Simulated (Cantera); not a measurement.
**Moist CO burnout**

An isothermal, constant-pressure homogeneous reactor starts with 0.139 % CO, 0.209 % O2, 0.199 % H2O, 99.5 % N2, at 1225 K and 1.40 bar.

Cantera simulation using GRI-Mech 3.0 (53 species, 325 reactions); the numbers are that mechanism's predictions, not measurements.

| t (s) | x CO | x O2 | x H2O | x CO2 | x HO2 |
|---|---|---|---|---|---|
| 5.00e-6 | 0.00139 | 0.00209 | 0.00199 | 1.48e-12 | <1e-12 |
| 1.84e-5 | 0.00139 | 0.00209 | 0.00199 | 5.45e-12 | <1e-12 |
| 6.74e-5 | 0.00139 | 0.00209 | 0.00199 | 2.01e-11 | <1e-12 |
| 0.000247 | 0.00139 | 0.00209 | 0.00199 | 7.77e-11 | 1.33e-12 |
| 0.000909 | 0.00139 | 0.00209 | 0.00199 | 4.09e-10 | 2.07e-11 |
| 0.00334 | 0.00139 | 0.00209 | 0.00199 | 9.44e-9 | 1.14e-9 |
| 0.0122 | 0.00133 | 0.00205 | 0.00198 | 6.27e-5 | 6.32e-7 |
| 0.0450 | 0.000208 | 0.00149 | 0.00197 | 0.00119 | 4.09e-7 |
| 0.165 | 1.67e-5 | 0.00140 | 0.00199 | 0.00138 | 8.61e-8 |
| 0.606 | 8.96e-7 | 0.00139 | 0.00199 | 0.00139 | 7.07e-9 |
| 2.23 | 2.71e-8 | 0.00139 | 0.00199 | 0.00139 | 7.35e-10 |
| 8.17 | 2.29e-9 | 0.00139 | 0.00199 | 0.00139 | 1.31e-10 |
| 30.0 | 1.00e-9 | 0.00139 | 0.00199 | 0.00139 | 6.35e-11 |
x: mole fraction; the columns are a selection and need not sum to one.

Equilibrium at this temperature and pressure: CO 9.90e-10, O2 0.00138, H2O 0.00199, CO2 0.00139, HO2 6.25e-11 (gas phase only).
